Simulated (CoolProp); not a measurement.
Octamethyltrisiloxane (MDM) at several states: density (kg/m³) from the reference equation and from simpler models built on Tc = 565.4 K, pc = 1438 kPa, ω = 0.528; each cubic takes its own stable root.

Computed with CoolProp (reference Helmholtz-energy equation of state, Thol 2017).

```tsv
T (K)	p (kPa)	phase	reference
253	34.9	liquid	859.9
557.3	59.9	gas	3.104
548.5	64.2	gas	3.387
339.8	255	liquid	773.1
```

Task: How far does each simpler model (van der Waals, Redlich-Kwong, Soave-Redlich-Kwong, Peng-Robinson) lie from the reference over these 4 states: mean and median of the absolute difference, and the worst?

Result: 
- van der Waals: mean 21.5 %, median 21.2 %, worst -43.3 % at 253 K and 34.9 kPa
- Redlich-Kwong: mean 7.6 %, median 7.5 %, worst -15.6 % at 253 K and 34.9 kPa
- Soave-Redlich-Kwong: mean 5.4 %, median 4.7 %, worst -12.1 % at 253 K and 34.9 kPa
- Peng-Robinson: mean 1.0 %, median 0.8 %, worst +2.0 % at 339.8 K and 255 kPa
